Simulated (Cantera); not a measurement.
## Ignition delay

Mixture: 4.88 % CH4, 1.37 % C2H6, 16.2 % O2, 77.6 % N2, equivalence ratio 0.90, at 16.8 atm, adiabatic and at constant volume. Ignition delay is the time to a rise of 400 K.

Computed with Cantera and GRI-Mech 3.0 (53 species, 325 reactions). The pressure lies above the range GRI-Mech 3.0 was tuned for (to about 10 atm).

```
T0 (K)  delay (ms)
------  ----------
1150          1.30
1250         0.291
1350        0.0848
1450        0.0319
1550        0.0144
1650       0.00729
1750       0.00398
1850       0.00232
```

```
Item                                                    Result
--------------------------------------------------  ----------
apparent activation energy between 1650 and 1850 K  150 kJ/mol
```
